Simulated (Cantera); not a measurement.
An adiabatic, constant-pressure homogeneous reactor starts with CH₄ : C₂H₆ : C₃H₈ : O₂ : N₂ = 1 : 0.28 : 0.46 : 2.3 : 7.35 (molar parts), equivalence ratio 2.3, at 1675 K and 0.370 bar. Integrator tolerance rtol = 1e-08.

Cantera simulation using GRI-Mech 3.0 (53 species, 325 reactions); the numbers are that mechanism's predictions, not measurements. GRI-Mech 3.0 was tuned for natural gas; its chemistry of propane as a main component is partial and can be far from experiment.

Question: What does this change do: initial temperature 1675 to 1425 K?

Answer: 
```
quantity                                                              before                                      after
---------------------------------  -----------------------------------------  -----------------------------------------
time of steepest temperature rise                                    82.5 µs                                   0.392 ms
temperature at 0.300 s                                                2547 K                                     2385 K
equilibrium temperature                                               2547 K                                     2385 K
x(CH₄) at 0.300 s                  5.90e-12 (gas-phase equilibrium 6.55e-12)  1.26e-11 (gas-phase equilibrium 1.41e-11)
x(C₂H₆) at 0.300 s                     <1e-12 (gas-phase equilibrium <1e-12)      <1e-12 (gas-phase equilibrium <1e-12)
x(C₃H₈) at 0.300 s                     <1e-12 (gas-phase equilibrium <1e-12)      <1e-12 (gas-phase equilibrium <1e-12)
x(O₂) at 0.300 s                     3.22e-5 (gas-phase equilibrium 3.22e-5)    6.24e-6 (gas-phase equilibrium 6.24e-6)
x(OH) at 0.300 s                     0.00231 (gas-phase equilibrium 0.00231)  0.000920 (gas-phase equilibrium 0.000920)
x(N₂O) at 0.300 s                    6.43e-9 (gas-phase equilibrium 6.43e-9)    2.13e-9 (gas-phase equilibrium 2.13e-9)
```

Question: What does this change do: initial temperature 1675 to 1023 K?

Answer: 
```json
[
 {"quantity": "time of steepest temperature rise", "before": "82.5 µs", "after": "0.104 s"},
 {"quantity": "temperature at 0.300 s", "before": "2547 K", "after": "2071 K"},
 {"quantity": "equilibrium temperature", "before": "2547 K", "after": "2071 K"},
 {"quantity": "x(CH₄) at 0.300 s", "before": "5.90e-12 (gas-phase equilibrium 6.55e-12)", "after": "1.05e-10 (gas-phase equilibrium 8.24e-11)"},
 {"quantity": "x(C₂H₆) at 0.300 s", "before": "<1e-12 (gas-phase equilibrium <1e-12)", "after": "<1e-12 (gas-phase equilibrium <1e-12)"},
 {"quantity": "x(C₃H₈) at 0.300 s", "before": "<1e-12 (gas-phase equilibrium <1e-12)", "after": "<1e-12 (gas-phase equilibrium <1e-12)"},
 {"quantity": "x(O₂) at 0.300 s", "before": "3.22e-5 (gas-phase equilibrium 3.22e-5)", "after": "1.22e-7 (gas-phase equilibrium 1.23e-7)"},
 {"quantity": "x(OH) at 0.300 s", "before": "0.00231 (gas-phase equilibrium 0.00231)", "after": "9.87e-5 (gas-phase equilibrium 9.90e-5)"},
 {"quantity": "x(N₂O) at 0.300 s", "before": "6.43e-9 (gas-phase equilibrium 6.43e-9)", "after": "2.07e-9 (gas-phase equilibrium 1.50e-10)"}
]
```
